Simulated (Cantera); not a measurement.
Input (Python, Cantera):

```python
import numpy as np
import cantera as ct

gas = ct.Solution("gri30.yaml")


def delay(T, t_max=10):
    gas.TPX = T, 220000, {'CH4': 1, 'CO': 0.26, 'O2': 3.13, 'N2': 11.6}
    reactor = ct.IdealGasConstPressureReactor(gas, clone=False)
    net = ct.ReactorNet([reactor])
    net.rtol, net.atol = 1e-8, 1e-16
    while net.time < t_max:
        t_old, T_old = net.time, reactor.T
        net.step()
        if reactor.T > T + 400:  # ignition: a rise of 400 K
            return t_old + (T + 400 - T_old) / (reactor.T - T_old) * (net.time - t_old)
    return np.nan


taus = []
for T in [1125, 1200, 1275, 1350, 1425, 1500, 1575, 1650]:
    taus.append(delay(T))
    print(f"T0 = {T:6g} K   tau = {taus[-1]:.4e} s")
```

Output:

```
T0 =   1125 K   tau = 6.3180e-02 s
T0 =   1200 K   tau = 2.0548e-02 s
T0 =   1275 K   tau = 7.3322e-03 s
T0 =   1350 K   tau = 2.8471e-03 s
T0 =   1425 K   tau = 1.2001e-03 s
T0 =   1500 K   tau = 5.5014e-04 s
T0 =   1575 K   tau = 2.7468e-04 s
T0 =   1650 K   tau = 1.4874e-04 s
```

Computed with Cantera and GRI-Mech 3.0 (53 species, 325 reactions).
